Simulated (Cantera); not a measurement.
# Carbon deposition, reforming and gasification: C + O₂

Charge: 1 mol C, 0.044 mol O₂, held at 727 °C and 3400 Pa.

Equilibrium computed with Cantera from the NASA thermochemical tables; the gas is ideal and each condensed phase is pure. Candidate condensed phases: C; 12 gas species. Equilibrium is a limit: real reactors are often held back by kinetics, nucleation or transport.

| Item | Result |
|---|---|
| x(CO) | 0.981 |
| x(CO₂) | 0.0186 |
| n(C(graphite)) | 0.914 mol |
| gas amount | 0.08639 mol |
